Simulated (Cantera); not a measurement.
Cantera run:

```python
import numpy as np
import cantera as ct

gas_names = """
    B BH BH2 BH3 BN BO BO2 B2 B2O B2O2 B2O3 B3O3H3 H HBO HBO2 HNO HNO2 HNO3 HO2 H2 H2O H2O2 H3B3O6 N NH
    NH2 NH3 NH2OH NO NO2 NO3 N2 N2H2 N2H4 N2O O OH O2 O3
""".split()
cond_names = """
    B(b) B(L) BN(s) B2O3(L) B3O3H3(cr) H2O(s) H2O(L)
""".split()


# ... load() reads the species with a 1 bar reference pressure and builds the phases ...
atoms = {
    'borazine': {'B': 3, 'N': 3, 'H': 6},
    'O2': {'O': 2},
}
top_T = {'BN(s)': 3200}  # K; cautious upper limits of use, not melting points


# ... equilibrate(T, P, feed) seeds the gas with the atoms and calls Mixture.equilibrate('TP', solver="vcs", rtol=1e-11, max_steps=5000) ...
results = []
feed = {'borazine': 1, 'O2': 0.079}  # mol
T = 1423.15  # K
P = 10000  # Pa
mix = equilibrate(T, P, feed)
results.append((T, P, feed, dict(zip(mix.species_names, mix.species_moles))))
x = sorted(zip(gas.X, gas.species_names), reverse=True)
print(f"T = {T:g} K  P = {P:g} Pa  gas = {mix.phase_moles(0):.4g} mol")
print("   x: " + "  ".join(f"{s} {v:.3e}" for v, s in x if v > 1e-06))
print("   condensed (mol): " + ("  ".join(f"{mix.phase(i).name} {mix.phase_moles(i):.4g}"
      for i in range(1, mix.n_phases) if mix.phase_moles(i) > 1e-12) or "none"))
```

Output:

```
T = 1423.15 K  P = 10000 Pa  gas = 3.054 mol
   x: H2 9.806e-01  N2 1.681e-02  HBO2 1.144e-03  H2O 9.391e-04  HBO 3.944e-04  B2O3 4.117e-05  H 2.084e-05  B2O2 1.472e-06  B3O3H3 1.305e-06
   condensed (mol): BN(s) 2.897  B2O3(L) 0.04885
```

Method: chemical equilibrium by Gibbs-energy minimisation in Cantera with the NASA 1993 tables (ideal gas, pure condensed phases). The feed counts by its element totals alone. Mutual solubility and eutectic melting of coexisting phases are not modelled.
